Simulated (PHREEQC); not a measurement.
**Phosphoric acid bath: speciation**

Solution (25 °C): 46 mmol/kgw NaH2PO4, 0.44 mmol/kgw HNO3 and 0.00023 mmol/kgw H4SiO4. It is in equilibrium with CO2 at log p = -3.4 (atm). Otherwise closed; pH follows from the charge balance.

Equilibrium calculation in PHREEQC: ion-association model, phreeqc.dat.

Each row changes one thing in this solution. This is a speciation only: nothing precipitates in the calculation.

```csv
case,pH,ionic strength (mol/kgw),H3PO4 (mol/kgw),HPO4-2 (mol/kgw),NaHPO4- (mol/kgw),HCO3- (mol/kgw),SI of Quartz (SiO2)
as made,4.12,0.0461,0.000420,6.53e-5,2.77e-6,9.51e-8,-2.65
temperature from 25 to 75 °C,4.26,0.0462,0.000499,0.000120,4.71e-6,5.59e-8,-3.28
diluted 10-fold with water,4.49,0.00465,2.03e-5,1.08e-5,7.28e-8,1.99e-7,-3.66
temperature from 25 to 65 °C,4.23,0.0462,0.000483,0.000108,4.31e-6,6.37e-8,-3.17
NaH2PO4 from 0.046 to 0.46 mol/kgw,4.26,0.461,0.00231,0.00162,0.000331,1.55e-7,-2.60
HNO3 from 0.00044 to 0.0044 mol/kgw,3.16,0.0468,0.00359,6.64e-6,2.80e-7,1.03e-8,-2.65
NaH2PO4 from 0.046 to 0.023 mol/kgw,3.94,0.0232,0.000330,1.89e-5,4.77e-7,6.05e-8,-2.65
```

Constants without temperature data keep their 25 °C values here.
